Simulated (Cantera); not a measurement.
Input (Python, Cantera) and output of one run.

```python
import numpy as np
import cantera as ct

gas_names = """
    CL CL2 H HCL H2 N NH NH2 NH3 N2 N2H2 N2H4 Si SiCL SiCL2 SiCL3 SiCL4 SiH SiHCL3 SiH2 SiH2CL2 SiH3
    SiH3CL SiH4 SiN Si2 Si2N Si3
""".split()
cond_names = """
    NH4CL(a) NH4CL(b) Si(cr) Si(L) Si3N4(a)
""".split()


# ... load() reads the species with a 1 bar reference pressure and builds the phases ...
atoms = {
    'SiCl4': {'Si': 1, 'CL': 4},
    'Cl2': {'CL': 2},
    'N2': {'N': 2},
    'HCl': {'H': 1, 'CL': 1},
}
top_T = {'Si3N4(a)': 2400}  # K; cautious upper limits of use, not melting points


# ... equilibrate(T, P, feed) seeds the gas with the atoms and calls Mixture.equilibrate('TP', solver="vcs", rtol=1e-11, max_steps=5000) ...
results = []
feed = {'SiCl4': 1, 'Cl2': 0.018, 'N2': 5.9, 'HCl': 0.64}  # mol
P = 31000  # Pa
for T in [800, 950, 1100, 1250, 1400, 1550, 1700]:
    mix = equilibrate(T, P, feed)
    results.append((T, P, feed, dict(zip(mix.species_names, mix.species_moles))))

top = {s: max(r[3][s] / sum(r[3][g] for g in gas_names) for r in results) for s in gas_names}
cols = sorted((s for s in top if top[s] > 0.0001), key=lambda s: -top[s])[:8]
seen = [c for c in cond_names if any(r[3].get(c, 0) > 1e-12 for r in results)]
print("log10 of partial pressures in bar; condensed amounts in mol")
print(f"{'T/K':>10s}" + "".join(f"{s[:9]:>10s}" for s in cols + seen))
for T, P, feed, n in results:
    ng = sum(n[g] for g in gas_names)
    print(f"{T:10.4g}" + "".join(f"{np.log10(max(n[s] / ng * P / 1e5, 1e-99)):10.3f}" for s in cols)
          + "".join(f"{n.get(c, 0):10.4g}" for c in seen))
```

Output:

```
log10 of partial pressures in bar; condensed amounts in mol
       T/K        N2     SiCL4       HCL        CL     SiCL3       CL2     SiCL2
       800    -0.616    -1.387    -1.581    -6.595   -12.518    -3.132   -21.604
       950    -0.616    -1.387    -1.581    -5.319    -9.737    -3.133   -16.563
      1100    -0.616    -1.387    -1.581    -4.391    -7.715    -3.144   -12.899
      1250    -0.616    -1.387    -1.581    -3.705    -6.162    -3.194   -10.083
      1400    -0.617    -1.388    -1.581    -3.222    -4.887    -3.352    -7.759
      1550    -0.617    -1.390    -1.582    -2.920    -3.776    -3.655    -5.717
      1700    -0.619    -1.403    -1.584    -2.611    -2.933    -3.789    -4.169
```

Method: chemical equilibrium by Gibbs-energy minimisation in Cantera with the NASA 1993 tables (ideal gas, pure condensed phases). The tables' values for SiCl3 are old estimates; treat these amounts as uncertain.
